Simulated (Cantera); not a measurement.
# Equilibrium for silicon etching in halogen gases: Si + F₂ + H₂

Input: 1 mol Si, a varied amount of F₂, 0.33 mol H₂, equilibrated at 450 °C and 0.133 bar.

Method: chemical equilibrium by Gibbs-energy minimisation in Cantera with the NASA 1993 tables (ideal gas, pure condensed phases). Candidate condensed phases: Si; 25 gas species. The numbers say what is thermodynamically allowed, not how fast it happens.

| n(F₂) (mol) | x SiF₄ | x F₂ | x HF | x H₂ | x SiHF₃ | x F | n Si(s) |
|---|---|---|---|---|---|---|---|
| 1.1 | 0.614 | <1e-12 | 4.77e-8 | 0.367 | 0.0185 | <1e-12 | 0.446 |
| 1.3 | 0.653 | <1e-12 | 4.58e-8 | 0.329 | 0.0183 | <1e-12 | 0.345 |
| 1.5 | 0.684 | <1e-12 | 4.41e-8 | 0.298 | 0.0180 | <1e-12 | 0.245 |
| 1.8 | 0.722 | <1e-12 | 4.18e-8 | 0.260 | 0.0176 | <1e-12 | 0.0945 |
| 2 | 0.752 | <1e-12 | 2.70e-5 | 0.248 | 2.70e-5 | <1e-12 | 0 |
| 2.4 | 0.578 | 0.0398 | 0.381 | <1e-12 | <1e-12 | 0.00123 | 0 |
| 2.7 | 0.492 | 0.181 | 0.325 | <1e-12 | <1e-12 | 0.00263 | 0 |
| 3.2 | 0.395 | 0.341 | 0.260 | <1e-12 | <1e-12 | 0.00361 | 0 |
| 3.7 | 0.329 | 0.449 | 0.217 | <1e-12 | <1e-12 | 0.00414 | 0 |
| 4.3 | 0.275 | 0.539 | 0.181 | <1e-12 | <1e-12 | 0.00454 | 0 |
| 4.9 | 0.236 | 0.604 | 0.156 | <1e-12 | <1e-12 | 0.00480 | 0 |
x: gas mole fraction; n: condensed amount in mol.

From 1.1 mol F₂ to 1.8 mol F₂ the condensed part is Si(s). From 2 mol F₂ to 4.9 mol F₂ nothing is condensed. The main Si-bearing gas is SiF₄ throughout.
